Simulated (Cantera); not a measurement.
Input: 1 mol CHF3, 0.53 mol H2, at 1000 Pa.

Method: chemical equilibrium by Gibbs-energy minimisation in Cantera with the NASA 1993 tables (ideal gas, pure condensed phases). Candidate condensed phases: C, C6H6, C7H8, C8H18; 110 gas species. Ions and electrons are included (thermal ionisation). Gases not in the tables: C2F6 and larger saturated fluorocarbons. Rates play no part.

x: gas mole fraction; n: condensed amount in mol.

| T (K) | x HF | x F | x H | x C | x CF4 | x CF2 | x CF | x C3 | x C2 | n C(graphite) |
|---|---|---|---|---|---|---|---|---|---|---|
| 2000 | 0.871 | 0.0189 | 5.01e-6 | 3.04e-9 | 0.0780 | 0.0311 | 8.76e-5 | 2.77e-9 | 2.34e-10 | 0.738 |
| 2500 | ___ | ___ | ___ | ___ | ___ | ___ | ___ | ___ | ___ | ___ |
| 3000 | 0.605 | 0.283 | 0.0329 | 0.00507 | 3.53e-8 | 0.00486 | 0.0328 | 0.0312 | 0.00317 | 0.527 |
| 3500 | 0.208 | 0.417 | 0.235 | 0.0651 | 2.49e-11 | 0.000275 | 0.0254 | 0.0308 | 0.0157 | 0 |
| 4000 | 0.0257 | 0.483 | 0.327 | 0.150 | <1e-12 | 8.10e-6 | 0.00613 | 0.00118 | 0.00600 | 0 |
| 4500 | ___ | 0.493 | 0.338 | 0.163 | <1e-12 | ___ | ___ | ___ | ___ | 0 |
| 5000 | 0.000732 | 0.495 | 0.339 | 0.164 | <1e-12 | 1.35e-8 | 0.000233 | 4.81e-7 | 0.000180 | 0 |

Q: What belongs in the gaps?

A: 
- 4500, x HF: 0.00364
- 4500, x CF2: 2.44e-7
- 4500, x CF: 0.00104
- 4500, x C3: 1.70e-5
- 4500, x C2: 0.000914
- 2500, x HF: 0.723
- 2500, x F: 0.216
- 2500, x H: 0.000443
- 2500, x C: 1.66e-5
- 2500, x CF4: 0.000313
- 2500, x CF2: 0.0529
- 2500, x CF: 0.00704
- 2500, x C3: 4.97e-5
- 2500, x C2: 4.58e-6
- 2500, n C(graphite): 0.827
